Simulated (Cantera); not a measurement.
What does this Cantera script print?

```python
import numpy as np
import cantera as ct

gas_names = """
    C CN CO CO2 C2 CCN CNC C2N2 C2O C3 C3O2 C4 C4N2 C5 N NCO NO NO2 NO3 N2 N2O O O2 O3 Si SiC SiC2 SiN
    SiO SiO2 Si2 Si2C Si2N Si3
""".split()
cond_names = """
    C(gr) Si(cr) Si(L) SiC(b) SiO2(Lqz) SiO2(hqz) SiO2(L) Si2N2O(s) Si3N4(a)
""".split()


def load(file, names, dense=False):
    # The tables refer to 1 bar. Condensed volumes are neglected.
    table = {s.name: s for s in ct.Species.list_from_file(file)}
    out = []
    for n in names:
        d = dict(table[n].input_data)
        d["thermo"] = dict(d["thermo"], **{"reference-pressure": 1e5})
        if dense:
            d["equation-of-state"] = {"model": "constant-volume", "density": "1e6 g/cm^3"}
        out.append(ct.Species.from_dict(d))
    return out


gas = ct.Solution(thermo="ideal-gas", species=load("nasa_gas.yaml", gas_names))
cond = {s.name: ct.Solution(thermo="fixed-stoichiometry", species=[s], name=s.name)
        for s in load("nasa_condensed.yaml", cond_names, dense=True)}
atoms = {
    'Si': {'Si': 1},
    'CO2': {'C': 1, 'O': 2},
    'N2': {'N': 2},
}
top_T = {'C(gr)': 4500, 'SiC(b)': 3050, 'Si2N2O(s)': 2100, 'Si3N4(a)': 2400}  # K; cautious upper limits of use, not melting points


def equilibrate(T, P, feed):
    n = {}
    for name, mol in feed.items():
        for a, k in atoms[name].items():
            n[a] = n.get(a, 0.0) + k * mol
    gas.TPX = T, P, n
    mass = sum(n.values()) * gas.mean_molecular_weight
    gas.equilibrate("TP")
    valid = [c for c in cond.values() if c.min_temp <= T <= top_T.get(c.name, c.max_temp)]
    mix = ct.Mixture([(gas, mass / gas.mean_molecular_weight)] + [(c, 0.0) for c in valid])
    mix.T, mix.P = T, P
    mix.equilibrate("TP", solver="vcs", rtol=1e-11, max_steps=5000)
    return mix


results = []
feed = {'Si': 1, 'CO2': 0.098, 'N2': 200}  # mol
T = 1223  # K
P = 1.1  # Pa
mix = equilibrate(T, P, feed)
results.append((T, P, feed, dict(zip(mix.species_names, mix.species_moles))))
x = sorted(zip(gas.X, gas.species_names), reverse=True)
print(f"T = {T:g} K  P = {P:g} Pa  gas = {mix.phase_moles(0):.4g} mol")
print("   x: " + "  ".join(f"{s} {v:.3e}" for v, s in x if v > 1e-05))
print("   condensed (mol): " + ("  ".join(f"{mix.phase(i).name} {mix.phase_moles(i):.4g}"
      for i in range(1, mix.n_phases) if mix.phase_moles(i) > 1e-12) or "none"))
```

Result:

```
T = 1223 K  P = 1.1 Pa  gas = 199.5 mol
   x: N2 1.000e+00  CO 2.992e-05
   condensed (mol): SiC(b) 0.09203  Si2N2O(s) 0.1894  Si3N4(a) 0.1762
```

These are equilibrium values from Cantera (NASA tables, ideal gas, pure condensed phases), not measurements of a reactor. N2 is the only nitrogen source here; it is nearly inert below about 1500 K, so the nitride shown seldom forms there in practice. Mutual solubility and eutectic melting of coexisting phases are not modelled.
